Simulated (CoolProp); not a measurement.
The fluid at 437.62 K and 15.6 MPa (stagnation) flows isentropically through a choked orifice. The same conditions are run with several fluids, on thermodynamics alone (safety and materials aside).

Values from CoolProp's reference Helmholtz-energy equation of state of each fluid (methane: Setzmann 1991; hydrogen sulfide: Lemmon 2006; carbon dioxide: Span 1996; oxygen: Schmidt 1985).

Problem. Rank methane, hydrogen sulfide, carbon dioxide, oxygen by throat to inlet pressure ratio, highest first.

Solution. carbon dioxide (0.545), methane (0.538), hydrogen sulfide (0.528), oxygen (0.516)

```
fluid             mass flux (kg/(m² s))  throat temperature (K)
----------------  ---------------------  ----------------------
methane                           22300                   382.0
hydrogen sulfide                  44200                   374.9
carbon dioxide                    40400                   380.9
oxygen                            32000                   362.4
```

Above 300 K oxygen's equation is extrapolated.
